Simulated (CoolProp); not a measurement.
Properties of n-butane along the isotherm 483.8 K (Tc = 425.1 K, pc = 3.796 MPa, ω = 0.201).

The numbers come from the reference Helmholtz-energy equation of state, Bücker 2006 in CoolProp.

| p (MPa) | phase | Joule-Thomson coefficient (K/MPa) | Prandtl number | fugacity coefficient |
|---|---|---|---|---|
| 0.006 | gas | 5.557 | 0.734 | 0.9997 |
| 0.0123 | gas | 5.560 | 0.734 | 0.9993 |
| 0.0253 | gas | 5.565 | 0.734 | 0.9986 |
| 0.052 | gas | 5.575 | 0.735 | 0.9971 |
| 0.107 | gas | 5.597 | 0.735 | 0.9940 |
| 0.219 | gas | 5.641 | 0.737 | 0.9877 |
| 0.45 | gas | 5.736 | 0.740 | 0.9747 |
| 0.924 | gas | 5.941 | 0.747 | 0.9483 |
| 1.9 | gas | 6.412 | 0.771 | 0.8946 |

Viscosity comes from a separate model (Vogel 1999). Thermal conductivity comes from a separate model (Perkins 2002).
